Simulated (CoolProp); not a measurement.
Vapour-liquid equilibrium of carbon dioxide (1) + hydrogen sulfide (2) at -36.95 °C; x and y are mole fractions of (1).

Computed with CoolProp (multi-fluid Helmholtz-energy mixture model, Span 1996 and Lemmon 2006; pair parameters Kunz 2012).

Q: Give the bubble pressure and the first vapour's composition at x = 0.05, 0.15, 0.45. Is there an azeotrope?

A: x = 0.05: 4.020 bar, y = 0.299; x = 0.15: 5.836 bar, y = 0.549; x = 0.45: 8.829 bar, y = 0.759. No azeotrope shows between x = 0.05 and 0.95.

Pair parameters are fitted to limited data, so mixtures are less certain than the pure fluids.
